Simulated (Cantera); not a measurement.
What does this Cantera script print?

```python
import numpy as np
import cantera as ct

gas_names = """
    CL CL2 H HCL H2 Si SiCL SiCL2 SiCL3 SiCL4 SiH SiHCL3 SiH2 SiH2CL2 SiH3 SiH3CL SiH4 Si2 Si3
""".split()
cond_names = """
    Si(cr) Si(L)
""".split()


# ... load() reads the species with a 1 bar reference pressure and builds the phases ...
atoms = {
    'SiHCl3': {'Si': 1, 'H': 1, 'CL': 3},
    'H2': {'H': 2},
}
top_T = {}  # K; cautious upper limits of use, not melting points


# ... equilibrate(T, P, feed) seeds the gas with the atoms and calls Mixture.equilibrate('TP', solver="vcs", rtol=1e-11, max_steps=5000) ...
results = []
feed = {'SiHCl3': 1, 'H2': 450}  # mol
P = 80000  # Pa
for T in [1050, 1150, 1250, 1350, 1450, 1550, 1650, 1750]:
    mix = equilibrate(T, P, feed)
    results.append((T, P, feed, dict(zip(mix.species_names, mix.species_moles))))

top = {s: max(r[3][s] / sum(r[3][g] for g in gas_names) for r in results) for s in gas_names}
cols = sorted((s for s in top if top[s] > 1e-06), key=lambda s: -top[s])[:9]
seen = [c for c in cond_names if any(r[3].get(c, 0) > 1e-12 for r in results)]
print("log10 of partial pressures in bar; condensed amounts in mol")
print(f"{'T/K':>10s}" + "".join(f"{s[:9]:>10s}" for s in cols + seen))
for T, P, feed, n in results:
    ng = sum(n[g] for g in gas_names)
    print(f"{T:10.4g}" + "".join(f"{np.log10(max(n[s] / ng * P / 1e5, 1e-99)):10.3f}" for s in cols)
          + "".join(f"{n.get(c, 0):10.4g}" for c in seen))
```

Result:

```
log10 of partial pressures in bar; condensed amounts in mol
       T/K        H2       HCL    SiHCL3         H     SiCL4   SiH2CL2     SiCL2      SiH2     SiCL3    Si(cr)     Si(L)
      1050    -0.099    -2.496    -3.404    -8.140    -3.818    -3.934    -4.621    -9.526    -4.849    0.5992         0
      1150    -0.100    -2.348    -3.881    -7.177    -4.437    -4.227    -4.253    -8.482    -4.864    0.8281         0
      1250    -0.100    -2.304    -4.523    -6.366    -5.278    -4.633    -4.107    -7.604    -5.120    0.9154         0
      1350    -0.100    -2.295    -5.152    -5.673    -6.105    -5.035    -4.041    -6.857    -5.422    0.9345         0
      1450    -0.100    -2.294    -5.712    -5.074    -6.841    -5.392    -3.998    -6.214    -5.701    0.9366         0
      1550    -0.100    -2.294    -6.202    -4.552    -7.486    -5.706    -3.965    -5.654    -5.948    0.9339         0
      1650    -0.100    -2.295    -6.634    -4.092    -8.054    -5.981    -3.939    -5.162    -6.167    0.9281         0
      1750    -0.100    -2.294    -7.062    -3.683    -8.600    -6.274    -3.966    -4.781    -6.408         0    0.9255
```

Equilibrium computed with Cantera from the NASA thermochemical tables; the gas is ideal and each condensed phase is pure. The tables' values for SiCl3 are old estimates; treat these amounts as uncertain. Gases not in the tables: Si2H6 and higher silanes.
